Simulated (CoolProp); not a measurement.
Vapour-liquid equilibrium of carbon dioxide (1) + isopentane (2) at 264.2 K; x and y are mole fractions of (1).

Computed with CoolProp (multi-fluid Helmholtz-energy mixture model, Span 1996 and Lemmon 2006; pair parameters Kunz 2012).

```
x     bubble pressure (MPa)  y at the bubble point  dew pressure at overall composition x (MPa)  liquid density (mol/L)
----  ---------------------  ---------------------  -------------------------------------------  ----------------------
0.05                 0.2249                    [?]                                      0.02433                   9.211
0.15                 0.6186                  0.961                                      0.02721                   9.730
0.25                 0.9659                  0.974                                      0.03087                   10.35
0.35                    [?]                  0.980                                      0.03565                   11.10
0.45                  1.474                  0.983                                      0.04217                     [?]
0.55                  1.659                  0.985                                      0.05158                   13.07
0.65                  1.833                  0.988                                      0.06639                   14.38
0.75                  2.023                    [?]                                          [?]                     [?]
0.85                  2.255                  0.993                                       0.1560                   18.03
0.95                  2.552                  0.997                                       0.4804                   20.63
```

Question: Complete the blanks.

Answer: 
- 0.05, y at the bubble point: 0.895
- 0.35, bubble pressure (MPa): 1.249
- 0.45, liquid density (mol/L): 11.99
- 0.75, y at the bubble point: 0.990
- 0.75, dew pressure at overall composition x (MPa): 0.09314
- 0.75, liquid density (mol/L): 16.00

No azeotrope shows between x = 0.05 and 0.95.

The pair parameters rest on a limited set of measurements; away from them the model extrapolates. The gap from Raoult's law changes sign with composition, which may be real or a fault of the pair parameters; it wasn't checked against measurements.
